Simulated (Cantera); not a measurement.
What does this Cantera script print?

```python
import numpy as np
import cantera as ct

gas = ct.Solution("SiF4_NH3_mec.yaml", "gas")
gas.TPX = 2400, 13332, {'NH3': 1, 'H2': 25}
inlet = ct.Reservoir(gas, clone=True)

reactor = ct.IdealGasConstPressureReactor(gas, energy="off", clone=False)
exhaust = ct.Reservoir(gas, clone=True)
tau = [0.65, 0.2, 0.061, 0.019, 0.0057, 0.0017, 0.00053, 0.00016][0]
for a, b in ((inlet, reactor), (reactor, exhaust)):
    ct.MassFlowController(a, b, mdot=lambda t: reactor.mass / tau)
net = ct.ReactorNet([reactor])
show = ['NH3', 'H2', 'N', 'N2H4', 'H', 'N2']

rows = []
print(f"{'tau/s':>10s}{'T/K':>9s}" + "".join(f"{s:>11s}" for s in show))
for tau in [0.65, 0.2, 0.061, 0.019, 0.0057, 0.0017, 0.00053, 0.00016]:
    net.initial_time = 0.0
    net.advance(30 * tau)
    before = gas.X
    net.advance(40 * tau)
    drift = np.max(np.abs(gas.X - before) / (gas.X + 1e-9))
    rows.append([gas.T, *gas[show].X, drift])
    print(f"{tau:10.3e}{gas.T:9.1f}" + "".join(f"{x:11.3e}" for x in gas[show].X))
```

Output:

```
     tau/s      T/K        NH3         H2          N       N2H4          H         N2
 6.500e-01   2400.0  1.088e-04  9.413e-01  1.990e-05  9.476e-13  4.043e-02  1.807e-02
 2.000e-01   2400.0  2.502e-04  9.457e-01  3.151e-05  3.914e-12  3.592e-02  1.802e-02
 6.100e-02   2400.0  1.071e-03  9.580e-01  3.432e-05  2.899e-11  2.310e-02  1.771e-02
 1.900e-02   2400.0  8.256e-03  9.675e-01  1.847e-05  2.963e-10  9.636e-03  1.429e-02
 5.700e-03   2400.0  2.311e-02  9.633e-01  1.241e-05  9.056e-10  5.986e-03  7.074e-03
 1.700e-03   2400.0  3.428e-02  9.591e-01  7.072e-06  1.057e-09  4.333e-03  1.697e-03
 5.300e-04   2400.0  3.789e-02  9.594e-01  1.222e-06  3.727e-10  2.322e-03  9.849e-05
 1.600e-04   2400.0  3.834e-02  9.608e-01  4.429e-08  4.160e-11  7.634e-04  1.281e-06
```

Cantera simulation using the gas-phase N/H chemistry of the illustrative SiF4/NH3 mechanism in the Surface Chemkin manual (1991); the numbers are that mechanism's predictions, not measurements. Walls and surfaces, which speed up NH3 decomposition in real reactors, are not modelled.
